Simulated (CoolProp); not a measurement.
The fluid at 298.15 K and 9.51 MPa (supercritical) is heated at constant pressure to 479.4 K. The same conditions are run with several fluids, on thermodynamics alone (safety and materials aside).

The numbers come from the reference Helmholtz-energy equation of state of each fluid (methane: Setzmann 1991; carbon monoxide: Lemmon 2006; normal hydrogen: Leachman 2009; CF4 (R14): Platzer 1990) in CoolProp. The equations of Platzer and Polt are older, rougher fits.

```json
[
 {"fluid": "methane", "heat (kJ/kg)": "…", "final density (kg/m³)": "…"},
 {"fluid": "carbon monoxide", "heat (kJ/kg)": "…", "final density (kg/m³)": "…"},
 {"fluid": "normal hydrogen", "heat (kJ/kg)": "…", "final density (kg/m³)": "…"},
 {"fluid": "CF4 (R14)", "heat (kJ/kg)": "…", "final density (kg/m³)": "…"}
]
```

Fill in the missing entries.


- methane, heat (kJ/kg): 516
- methane, final density (kg/m³): 38.2
- carbon monoxide, heat (kJ/kg): 207
- carbon monoxide, final density (kg/m³): 64.2
- normal hydrogen, heat (kJ/kg): 2640
- normal hydrogen, final density (kg/m³): 4.63
- CF4 (R14), heat (kJ/kg): 173
- CF4 (R14), final density (kg/m³): 209
